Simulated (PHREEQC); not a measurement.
Solution (25 °C): 0.017 mol/kgw MgCl2, 0.0016 mol/kgw Na2SO4 and 0.00044 mol/kgw H4SiO4. Closed to the air; pH follows from the charge balance.

All values are PHREEQC results (ion-association model, wateq4f.dat), not measurements.

No solid was allowed to form.

Question: Order these S species by the share of S that they hold, largest first: SO4-2, NaSO4-, MgSO4.

Answer: SO4-2 (55 %), MgSO4 (45 %), NaSO4- (0.40 %)

The pH is 6.49 and the ionic strength 0.0529 mol/kgw. The solution is supersaturated, for example in Quartz (slow to form), Chalcedony (slow to form), so a real one may precipitate; this is no full list. Complexes and solids missing from the database can't appear.
